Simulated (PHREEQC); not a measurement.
A column of 1 m (40 cells, dispersivity 0.08 m, 3600 s a shift, diffusion coefficient 3e-10 m²/s) holds 0.023 eq of the database's cation exchanger X per kg of pore water, first in equilibrium with 0.00046 mol LiCl, 0.07 mol KCl and 1e-05 mol HCl per kg of water. It is flushed with 0.019 mol/kgw KCl, 0.023 mol/kgw ZnSO4 and 1e-05 mol/kgw HCl, at 40 °C. Values are for the last cell. No CO2 enters from the air. Precipitation was switched off in this run.

The series has 31 steps of pore volumes, from 0 to 3.013.

All values are PHREEQC results (ion-association model, phreeqc.dat), not measurements.

**Question.** After how many pore volumes does S at the outlet first reach half of its feed value?

**Answer.** By 1.0 pore volumes.

**Question.** After how many pore volumes does Zn at the outlet first reach half of its feed value?

**Answer.** By 1.3 pore volumes.

Species that the database lacks are ignored. Constants without temperature data keep their 25 °C values here.
